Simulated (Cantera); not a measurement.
What does this Cantera script print?

```python
import numpy as np
import cantera as ct

gas_names = """
    AL ALH ALN ALO ALOH ALO2 ALO2H AL2 AL2O AL2O2 H HALO HNO HNO2 HNO3 HO2 H2 H2O H2O2 N NH NH2 NH3
    NH2OH NO NO2 NO3 N2 N2H2 N2H4 N2O O OH O2 O3
""".split()
cond_names = """
    AL(cr) AL(L) ALN(s) AL2O3(a) AL2O3(L) H2O(s) H2O(L)
""".split()


# ... load() reads the species with a 1 bar reference pressure and builds the phases ...
atoms = {
    'AlN': {'AL': 1, 'N': 1},
    'O2': {'O': 2},
    'H2': {'H': 2},
}
top_T = {'ALN(s)': 2750}  # K; cautious upper limits of use, not melting points


# ... equilibrate(T, P, feed) seeds the gas with the atoms and calls Mixture.equilibrate('TP', solver="vcs", rtol=1e-11, max_steps=5000) ...
results = []
feed = {'AlN': 1, 'O2': 15, 'H2': 0.49}  # mol
T = 1900  # K
P = 10000  # Pa
mix = equilibrate(T, P, feed)
results.append((T, P, feed, dict(zip(mix.species_names, mix.species_moles))))
print(gas.report(threshold=1e-06))
for i in range(1, mix.n_phases):
    print(f"{mix.phase(i).name:16s} {mix.phase_moles(i):12.5e} mol")
```

Result:

```
       temperature   1900 K
          pressure   10000 Pa
           density   0.019864 kg/m^3
  mean mol. weight   31.38 kg/kmol
   phase of matter   gas

                          1 kg             1 kmol
                     ---------------   ---------------
          enthalpy         1.546e+06        4.8514e+07  J
   internal energy        1.0426e+06        3.2716e+07  J
           entropy            9172.5        2.8783e+05  J/K
    Gibbs function       -1.5882e+07       -4.9836e+08  J
 heat capacity c_p            1209.3             37946  J/K
 heat capacity c_v            944.29             29631  J/K

                      mass frac. Y      mole frac. X     chem. pot. / RT
                     ---------------   ---------------   ---------------
                 H        2.9672e-07         9.237e-06           -16.415
               HO2        1.8942e-06        1.8009e-06           -47.372
                H2        8.7047e-07        1.3549e-05            -32.83
               H2O          0.018222           0.03174           -48.308
                NO         0.0023298         0.0024364           -31.734
               NO2        4.9228e-06        3.3578e-06           -47.212
                N2          0.028652          0.032094           -32.511
                 O        0.00046411        0.00091027           -15.478
                OH        0.00096336         0.0017775           -31.893
                O2           0.94936           0.93101           -30.957
     [  +25 minor]        1.2415e-07        7.7477e-08

AL(L)             0.00000e+00 mol
ALN(s)            0.00000e+00 mol
AL2O3(a)          5.00000e-01 mol
```

Cantera equilibrium calculation (NASA polynomials, part measured and part estimated; ideal gas, pure solids and liquids).
